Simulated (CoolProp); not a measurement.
Saturation properties of CHF3 (R23) (Tc = 26.1 °C, pc = 4832 kPa, ω = 0.263).

Computed with CoolProp (reference Helmholtz-energy equation of state, Penoncello 2003).

| T (°C) | p (kPa) | liquid cp (kJ/(kg K)) | vapour viscosity (µPa s) | liquid conductivity (mW/(m K)) |
|---|---|---|---|---|
| -37.55 | 773.0 | 1.384 | 11.9 | 103 |
| -32.95 | 910.2 | 1.412 | 12.2 | 99.9 |
| -28.45 | 1061 | 1.443 | 12.5 | … |
| -23.85 | … | 1.480 | … | 94.2 |
| -19.25 | 1428 | 1.524 | 13.2 | 91.3 |
| -14.75 | 1639 | 1.576 | 13.5 | 88.5 |
| -10.15 | 1877 | 1.640 | 13.9 | 85.5 |
| -5.55 | 2141 | 1.721 | 14.3 | 82.4 |
| -1.05 | 2425 | 1.825 | 14.8 | 79.3 |
| 3.55 | 2743 | … | … | … |
| 8.15 | 3094 | 2.182 | 16.1 | … |
| 12.65 | 3469 | 2.523 | 17.0 | 68.3 |

Problem. Some entries are withheld; supply them.

Solution. 
- -28.45, liquid conductivity (mW/(m K)): 97.1
- -23.85, p (kPa): 1235
- -23.85, vapour viscosity (µPa s): 12.8
- 3.55, liquid cp (kJ/(kg K)): 1.969
- 3.55, vapour viscosity (µPa s): 15.4
- 3.55, liquid conductivity (mW/(m K)): 75.9
- 8.15, liquid conductivity (mW/(m K)): 72.3

It boils at -82.0 °C under 1 atm.

Viscosity comes from a separate model (Shan 2000). Thermal conductivity comes from a separate model (Shan 2000).
